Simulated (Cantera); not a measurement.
A closed system holds: 1 mol CuO, 130 mol H2, held at 10.0 Torr.

Method: chemical equilibrium by Gibbs-energy minimisation in Cantera with the NASA 1993 tables (ideal gas, pure condensed phases). Candidate condensed phases: Cu, CuO, Cu(OH)2, Cu2O, H2O; 12 gas species. Rates play no part.

### Question
Which condensed phases are stable at each of these points (T (°C)): 500, 650, 800, 950, 1100, 1250, 1400, 1550?

### Answer
```
T (°C)  condensed phases  Cu condensed (%)
------  ----------------  ----------------
500                Cu(s)             100.0
650                Cu(s)             100.0
800                Cu(s)             100.0
950                Cu(s)             100.0
1100               Cu(l)              99.2
1250               Cu(l)              88.2
1400            gas only               0.0
1550            gas only               0.0
```

From 500 °C to 950 °C the condensed part is Cu(s). From 1100 °C to 1250 °C the condensed part is Cu(l). From 1400 °C to 1550 °C nothing is condensed.
